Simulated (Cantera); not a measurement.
A perfectly stirred reactor is fed with 1.86 % CH4, 98.1 % H2, at 0.110 bar; it is held at 2150 K, and followed from long to short residence time.

Computed with Cantera and GRI-Mech 3.0 (53 species, 325 reactions). GRI-Mech 3.0 stops at C3 and has no aromatics, soot or wall deposition, so with more carbon than oxygen in the feed, carbon stays in small species such as C2H2 where larger ones or solid carbon would form.

Q: Predict: x(CH4) at τ = 2.70 s; x(H2) at τ = 2.70 s; x(C2H6) at τ = 2.70 s; x(H) at τ = 2.70 s; x(C2H) at τ = 2.70 s; x(CH4) at τ = 18.0 ms; x(H2) at τ = 18.0 ms; x(C2H6) at τ = 18.0 ms; x(H) at τ = 18.0 ms; x(C2H) at τ = 18.0 ms.

A: 
```
Item                      Result
----------------------  --------
x(CH4) at τ = 2.70 s    0.000262
x(H2) at τ = 2.70 s        0.978
x(C2H6) at τ = 2.70 s    1.12e-9
x(H) at τ = 2.70 s        0.0125
x(C2H) at τ = 2.70 s     3.42e-6
x(CH4) at τ = 18.0 ms    0.00375
x(H2) at τ = 18.0 ms       0.979
x(C2H6) at τ = 18.0 ms   1.77e-7
x(H) at τ = 18.0 ms      0.00995
x(C2H) at τ = 18.0 ms    2.10e-6
```
